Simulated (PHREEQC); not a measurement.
## Reverse-osmosis permeate: speciation

Synthetic water in mg/L, 25 °C, pH 6.3, pe 8.5:

| constituent | mg/L |
|---|---|
| Na | 0.0368 |
| K | 0.122 |
| Ca | 1.37 |
| Mg | 1.76 |
| Cl | 4.81 |
| S(6) as SO4 | 3.24 |
| Alkalinity as HCO3 | 1.08 |
| Si as SiO2 | 0.0235 |

Valence states are taken as typed.

Equilibrium calculation in PHREEQC: ion-association model, phreeqc.dat.

Each row changes one thing in this solution. Precipitation was switched off in this run.

```
case                                       CO2 (mol/kgw)  CO3-2 (mol/kgw)  HSO4- (mol/kgw)  KSO4- (mol/kgw)  MgOH+ (mol/kgw)  H3SiO4- (mol/kgw)  SI of Quartz (SiO2)
-----------------------------------------  -------------  ---------------  ---------------  ---------------  ---------------  -----------------  -------------------
as made                                          2.00e-5          1.81e-9          1.51e-9         6.65e-10         4.88e-10           1.18e-10                -2.43
pH from 6.3 to 6.6 at the same alkalinity        9.89e-6          3.56e-9         7.58e-10         6.65e-10         9.75e-10           2.35e-10                -2.43
Si from 0.0235 to 0.0118 mg/L                    2.00e-5          1.81e-9          1.51e-9         6.65e-10         4.88e-10           5.90e-11                -2.73
K from 0.122 to 0.244 mg/L                       2.00e-5          1.81e-9          1.51e-9          1.33e-9         4.88e-10           1.18e-10                -2.43
```
